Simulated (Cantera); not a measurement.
Feed: 1 mol Si, 2.7 mol HBr, 55 mol N2, at 0.0100 bar.

Method: chemical equilibrium by Gibbs-energy minimisation in Cantera with the NASA 1993 tables (ideal gas, pure condensed phases). Candidate condensed phases: Br2, Si, Si3N4; 28 gas species. N2 is the only nitrogen source here; it is nearly inert below about 1500 K, so the nitride shown seldom forms there in practice. The numbers say what is thermodynamically allowed, not how fast it happens.

### Question
What share of the Si ends up in condensed phases as a function of T (K), at 1000, 1050, 1100, 1150, 1200, 1250, 1300, 1350, 1400, 1450, 1500, 1550, 1600, 1650?

### Answer
```json
[
 {"T (K)": "1000", "Si condensed (%)": "91.1", "as": "Si3N4(s)"},
 {"T (K)": "1050", "Si condensed (%)": "91.2", "as": "Si3N4(s)"},
 {"T (K)": "1100", "Si condensed (%)": "91.4", "as": "Si3N4(s)"},
 {"T (K)": "1150", "Si condensed (%)": "91.4", "as": "Si3N4(s)"},
 {"T (K)": "1200", "Si condensed (%)": "91.2", "as": "Si3N4(s)"},
 {"T (K)": "1250", "Si condensed (%)": "90.4", "as": "Si3N4(s)"},
 {"T (K)": "1300", "Si condensed (%)": "88.3", "as": "Si3N4(s)"},
 {"T (K)": "1350", "Si condensed (%)": "84.3", "as": "Si3N4(s)"},
 {"T (K)": "1400", "Si condensed (%)": "78.3", "as": "Si3N4(s)"},
 {"T (K)": "1450", "Si condensed (%)": "71.0", "as": "Si3N4(s)"},
 {"T (K)": "1500", "Si condensed (%)": "62.8", "as": "Si3N4(s)"},
 {"T (K)": "1550", "Si condensed (%)": "54.4", "as": "Si3N4(s)"},
 {"T (K)": "1600", "Si condensed (%)": "46.4", "as": "Si3N4(s)"},
 {"T (K)": "1650", "Si condensed (%)": "39.0", "as": "Si3N4(s)"}
]
```
